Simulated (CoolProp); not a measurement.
Vapour pressure (kPa) of 1-butene: the reference equation beside estimates from Tc = 419.3 K, pc = 4006 kPa, ω = 0.192. Clausius-Clapeyron is anchored at 292.7 K with a constant enthalpy of vaporisation of 20.55 kJ/mol.

Model: reference Helmholtz-energy equation of state, Lemmon 2005, in CoolProp. It is a short technical equation, of lower accuracy than the large ones.

```csv
T (K),reference,Lee-Kesler,Clausius-Clapeyron,Redlich-Kwong,Soave-Redlich-Kwong
268.8,109.3,108.2,118.5,159.2,108.4
274.8,136.8,135.8,144.8,195.8,135.9
280.8,169.3,168.5,175.5,238.4,168.5
286.7,206.8,206.3,210.4,286.5,206.2
292.7,251.1,251.0,251.1,342.2,250.9
298.7,302.2,302.7,297.5,405.5,302.6
304.7,360.8,362.0,350.1,476.7,362.0
310.7,427.7,429.6,409.5,556.4,429.9
316.7,503.3,506.0,476.1,645.0,506.9
322.7,588.5,592.1,550.4,743.2,593.7
328.7,683.9,688.4,633.0,851.3,691.1
334.7,790.3,795.8,724.4,969.9,800.0
340.7,908.5,914.8,825.0,1099,920.9
```

Absolute difference from the reference over all 13 rows, mean and median: Lee-Kesler 0.5 and 0.5 %, Clausius-Clapeyron 5.0 and 5.4 %, Redlich-Kwong 32.6 and 32.1 %, Soave-Redlich-Kwong 0.7 and 0.7 %.
